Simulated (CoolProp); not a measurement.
Computed with CoolProp (reference Helmholtz-energy equation of state, Fiedler 2023).

Q: For tetrahydrofuran, give the phase and the cp (kJ/(kg K)), cv (kJ/(kg K)) at 69.15 °C and 13 kPa; -98.65 °C and 362 kPa.

A: 
- 69.15 °C and 13 kPa: gas; cp 1.25, cv 1.13
- -98.65 °C and 362 kPa: liquid; cp 1.48, cv 1.02
